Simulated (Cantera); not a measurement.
A closed system holds: 1 mol SiO2, 0.5 mol Al2O3, 2.5 mol O2, held at 4500 Pa.

Cantera equilibrium calculation (NASA polynomials, part measured and part estimated; ideal gas, pure solids and liquids). Candidate condensed phases: Al, Al2O3, Al2SiO5, Al6Si2O13, Si, SiO2; 14 gas species. Mutual solubility and eutectic melting of coexisting phases are not modelled. The tables hold silica as quartz up to 1696 K and as liquid above; real silica turns to tridymite and cristobalite and melts near 1996 K. Condensed phases not in the tables: alloys, solid solutions and most ternary compounds. Rates play no part.

log p: log10 of the partial pressure in bar; n: condensed amount in mol.

```csv
T (K),log p O2,log p O,log p SiO2,log p SiO,log p O3,n Al6Si2O13(mullite),n SiO2(β-quartz),n SiO2(condensed)
1373,-1.35,-6.88,<-13,<-13,-10.99,0.167,0.667,0
1423,-1.35,-6.54,-12.79,<-13,-10.80,0.167,0.667,0
1473,-1.35,-6.23,-12.05,<-13,-10.62,0.167,0.667,0
1523,-1.35,-5.93,-11.36,<-13,-10.45,0.167,0.667,0
1573,-1.35,[?],-10.72,[?],[?],0.167,0.667,0
1623,-1.35,-5.39,-10.11,-11.73,-10.14,0.167,0.667,0
1673,-1.35,-5.15,-9.54,-10.97,-10.00,0.167,0.667,0
1723,-1.35,[?],-9.02,[?],[?],0.167,0,0.667
1773,-1.35,-4.70,-8.52,-9.60,-9.75,0.167,0,0.667
1823,-1.35,-4.49,-8.05,-8.97,-9.63,0.167,0,0.667
1873,-1.35,-4.30,-7.61,-8.38,-9.52,0.167,0,0.667
```

**Question.** Some entries are withheld; supply them.

**Answer.** 
- 1573, log p O: -5.65
- 1573, log p SiO: -12.54
- 1573, log p O3: -10.29
- 1723, log p O: -4.92
- 1723, log p SiO: -10.26
- 1723, log p O3: -9.87
